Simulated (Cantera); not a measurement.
Standard-state values (1 bar) from the NASA 1993 polynomials, evaluated with Cantera. Values are per mole of reaction as written; species without (g) are pure solids or liquids, kept so even where they would boil at 1 bar. The tables' values for C2F4 are old estimates.

2 CF4(g) → 2 CF3(g) + F2(g), with ΔH° = 925.7 kJ and ΔS° = 210.2 J/K at 300 K.

### Question
How far is the shortcut ΔG° ≈ ΔH°(300 K) − T·ΔS°(300 K) from the full temperature-dependent value at 775, 925, 1075, 1225, 1375 K?

### Answer
| T (K) | shortcut (kJ) | full (kJ) | difference (kJ) | difference in log10 K |
|---|---|---|---|---|
| 775 | 762.8 | 762.1 | 0.7 | -0.05 |
| 925 | 731.3 | 730.6 | 0.7 | -0.04 |
| 1075 | 699.7 | 699.3 | 0.5 | -0.02 |
| 1225 | 668.2 | 668.1 | 0.1 | -0.01 |
| 1375 | 636.7 | 637.1 | -0.4 | 0.01 |
The shortcut ignores the heat-capacity change of the reaction.
